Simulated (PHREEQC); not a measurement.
4.3 g of hydrous ferric oxide (600 m²/g; 0.2 weak and 0.005 strong sites per Fe, Dzombak-Morel constants, diffuse double layer) in 1 kg of water with 0.005 mol/kgw of an inert sodium salt, at 25 °C; the pH is set by adding NaOH or the inert anion's acid. Oxygen alone is held at its pressure in air (log pO2 = -0.68). The system is closed to CO2. Nothing may precipitate in this run.

Equilibrium calculation in PHREEQC: ion-association model, wateq4f.dat.

| pH | surface charge σ (C/m²) | surface potential ψ (mV) |
|---|---|---|
| 4 | 0.203 | 188 |
| 4.38 | 0.157 | 178 |
| 5.12 | 0.088 | 152 |
| 5.5 | 0.063 | 136 |
| 5.88 | 0.044 | 119 |
| 6.62 | 0.020 | 82 |
| 7 | 0.013 | 62 |
| 7.38 | 0.007 | 41 |
| 8.12 | 0.000 | -1 |
| 8.5 | -0.004 | -22 |
| 8.88 | -0.008 | -43 |
| 9.62 | -0.021 | -83 |
| 10 | -0.031 | -102 |

Species that the database lacks are ignored.
